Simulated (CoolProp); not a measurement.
Saturation properties of R1224YDZ.

Computed with CoolProp (reference Helmholtz-energy equation of state, Akasaka 2023).

```json
[
 {"T (K)": "261", "p (MPa)": "0.03136", "liquid density (kg/m³)": "(withheld)", "vapour density (kg/m³)": "2.197", "enthalpy of vaporisation (kJ/kg)": "182.0", "liquid cp (kJ/(kg K))": "1.083"},
 {"T (K)": "268.1", "p (MPa)": "0.04389", "liquid density (kg/m³)": "1439", "vapour density (kg/m³)": "3.011", "enthalpy of vaporisation (kJ/kg)": "178.7", "liquid cp (kJ/(kg K))": "1.094"},
 {"T (K)": "275.2", "p (MPa)": "0.06015", "liquid density (kg/m³)": "1421", "vapour density (kg/m³)": "4.047", "enthalpy of vaporisation (kJ/kg)": "175.5", "liquid cp (kJ/(kg K))": "1.106"},
 {"T (K)": "282.3", "p (MPa)": "0.08089", "liquid density (kg/m³)": "1403", "vapour density (kg/m³)": "5.345", "enthalpy of vaporisation (kJ/kg)": "172.1", "liquid cp (kJ/(kg K))": "1.119"},
 {"T (K)": "289.3", "p (MPa)": "(withheld)", "liquid density (kg/m³)": "1384", "vapour density (kg/m³)": "6.925", "enthalpy of vaporisation (kJ/kg)": "168.8", "liquid cp (kJ/(kg K))": "1.132"},
 {"T (K)": "296.4", "p (MPa)": "0.1385", "liquid density (kg/m³)": "1365", "vapour density (kg/m³)": "8.880", "enthalpy of vaporisation (kJ/kg)": "165.4", "liquid cp (kJ/(kg K))": "1.146"},
 {"T (K)": "303.5", "p (MPa)": "0.1776", "liquid density (kg/m³)": "1345", "vapour density (kg/m³)": "11.24", "enthalpy of vaporisation (kJ/kg)": "161.8", "liquid cp (kJ/(kg K))": "1.161"},
 {"T (K)": "310.6", "p (MPa)": "0.2247", "liquid density (kg/m³)": "(withheld)", "vapour density (kg/m³)": "14.07", "enthalpy of vaporisation (kJ/kg)": "158.1", "liquid cp (kJ/(kg K))": "1.176"},
 {"T (K)": "317.7", "p (MPa)": "0.2808", "liquid density (kg/m³)": "(withheld)", "vapour density (kg/m³)": "17.44", "enthalpy of vaporisation (kJ/kg)": "154.4", "liquid cp (kJ/(kg K))": "1.193"},
 {"T (K)": "324.8", "p (MPa)": "0.3470", "liquid density (kg/m³)": "1283", "vapour density (kg/m³)": "21.41", "enthalpy of vaporisation (kJ/kg)": "150.4", "liquid cp (kJ/(kg K))": "(withheld)"},
 {"T (K)": "331.8", "p (MPa)": "0.4232", "liquid density (kg/m³)": "1261", "vapour density (kg/m³)": "26.01", "enthalpy of vaporisation (kJ/kg)": "146.4", "liquid cp (kJ/(kg K))": "1.230"},
 {"T (K)": "338.9", "p (MPa)": "0.5128", "liquid density (kg/m³)": "1238", "vapour density (kg/m³)": "31.47", "enthalpy of vaporisation (kJ/kg)": "142.1", "liquid cp (kJ/(kg K))": "1.250"}
]
```

**Question.** What belongs in the gaps?

**Answer.** 
- 261, liquid density (kg/m³): 1457
- 289.3, p (MPa): 0.1065
- 310.6, liquid density (kg/m³): 1325
- 317.7, liquid density (kg/m³): 1304
- 324.8, liquid cp (kJ/(kg K)): 1.211

It boils at 288.0 K under 1 atm.
